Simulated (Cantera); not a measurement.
Mixture: 11.2 % CH₄, 18.7 % O₂, 70.1 % N₂, at 6080 Torr, adiabatic and at constant volume. Ignition delay is the time to a rise of 400 K.

Cantera simulation using GRI-Mech 3.0 (53 species, 325 reactions); the numbers are that mechanism's predictions, not measurements.

Task: Predict: delay at 1025 K; delay at 1175 K; delay at 1325 K; delay at 1475 K; delay at 1625 K; apparent activation energy between 1475 and 1625 K.

Result: 
| Item | Result |
|---|---|
| delay at 1025 K | 72.5 ms |
| delay at 1175 K | 8.55 ms |
| delay at 1325 K | 1.40 ms |
| delay at 1475 K | 0.287 ms |
| delay at 1625 K | 70.8 µs |
| apparent activation energy between 1475 and 1625 K | 190 kJ/mol |
